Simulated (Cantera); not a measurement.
A perfectly stirred reactor is fed with CH₄ : CO : O₂ : N₂ = 1 : 0.24 : 3.31 : 12.5 (molar parts), equivalence ratio 0.64, at 10.0 bar; it is adiabatic with a 325 K inlet, and is followed from long to short residence time, starting on the burning branch (τ in s: 0.17, 0.066, 0.025, 0.0094, 0.0035, 0.0013, 0.0005, 0.00019, 7.2e-05, 2.7e-05, 1e-05, 3.9e-06).

Detailed kinetics in Cantera: GRI-Mech 3.0 (53 species, 325 reactions).

x: mole fraction; the columns are a selection and need not sum to one.

```
τ (s)    T (K)     x CH₄      x CO    x O₂   x CH₂O    x N₂O   x CO₂    x NO₂
-------  -----  --------  --------  ------  -------  -------  ------  -------
0.17      1777   3.10e-6   6.30e-5  0.0702  3.12e-7        …  0.0732  9.35e-8
0.066     1776   6.91e-6  0.000126  0.0703  7.10e-7        …  0.0731  6.29e-8
0.025     1775   1.47e-5  0.000262  0.0703  1.56e-6        …  0.0729  5.58e-8
0.0094    1772   3.03e-5  0.000545  0.0705  3.32e-6        …  0.0726  6.10e-8
0.0035    1766   6.22e-5   0.00114  0.0708  7.07e-6        …  0.0720  7.01e-8
0.0013    1753  0.000132   0.00245  0.0716  1.55e-5  2.33e-6  0.0705  7.12e-8
0.00050   1724  0.000312   0.00553  0.0735  3.66e-5  2.31e-6  0.0671  5.63e-8
0.00019    325    0.0587    0.0141   0.194   <1e-12   <1e-12  <1e-12   <1e-12
7.2e-5     325    0.0587    0.0141   0.194   <1e-12   <1e-12  <1e-12   <1e-12
2.7e-5     325    0.0587    0.0141   0.194   <1e-12   <1e-12  <1e-12   <1e-12
1.0e-5     325    0.0587    0.0141   0.194   <1e-12   <1e-12  <1e-12   <1e-12
3.9e-6     325    0.0587    0.0141   0.194   <1e-12   <1e-12  <1e-12   <1e-12
```

Q: Complete the blanks.

A: 
- 0.17, x N₂O: 4.80e-7
- 0.066, x N₂O: 6.07e-7
- 0.025, x N₂O: 8.59e-7
- 0.0094, x N₂O: 1.28e-6
- 0.0035, x N₂O: 1.85e-6
